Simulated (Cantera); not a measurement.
An isothermal, constant-pressure homogeneous reactor starts with 93.3 % N2O, 6.72 % H2O, at 1150 K and 1.00 bar.

Cantera simulation using GRI-Mech 3.0 (53 species, 325 reactions); the numbers are that mechanism's predictions, not measurements. GRI-Mech 3.0 was tuned for natural gas; its chemistry of N2O as a main component is partial and can be far from experiment. The mechanism lacks the step 2 NO + O2 → 2 NO2, which can matter for NO2 below about 1400 K. The temperature is held fixed by assumption; the heat of reaction is taken as removed at once.

Problem. Predict: x(N2O) at 3.00 s; x(H2O) at 3.00 s; x(NO) at 3.00 s; x(O2) at 3.00 s; x(H2) at 3.00 s; x(H2O2) at 3.00 s.

Solution. 
- x(N2O) at 3.00 s: 0.353 (gas-phase equilibrium 9.49e-9)
- x(H2O) at 3.00 s: 0.0539 (gas-phase equilibrium 0.0458)
- x(NO) at 3.00 s: 0.0230 (gas-phase equilibrium 0.000146)
- x(O2) at 3.00 s: 0.186 (gas-phase equilibrium 0.318)
- x(H2) at 3.00 s: 1.16e-8 (gas-phase equilibrium 3.51e-10)
- x(H2O2) at 3.00 s: 3.23e-8 (gas-phase equilibrium 3.88e-10)
